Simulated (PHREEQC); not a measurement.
Solution (20 °C): 2 mol/kgw NaCl, 0.34 mol/kgw SrBr2 and 1.3 mol/kgw MgCl2. Closed to the air; pH follows from the charge balance.

The numbers come from PHREEQC with the Pitzer model, pitzer.dat.

```yaml
ionic_strength: 6.92 mol/kgw
activity_of_water: 0.780
density: 1.216 g/cm³
osmotic_coefficient: 1.545
```

```csv
species,molality,activity,log γ
Cl-,4.60,2.88,-0.203
Na+,2.00,4.26,0.329
Mg+2,1.30,9.79,0.877
Br-,0.680,0.612,-0.046
Sr+2,0.340,1.03,0.480
H+,1.05e-6,8.12e-6,0.887
MgOH+,1.04e-6,9.37e-7,-0.047
OH-,8.06e-9,6.58e-10,-1.088
```

This is a speciation only: nothing precipitates in the calculation.
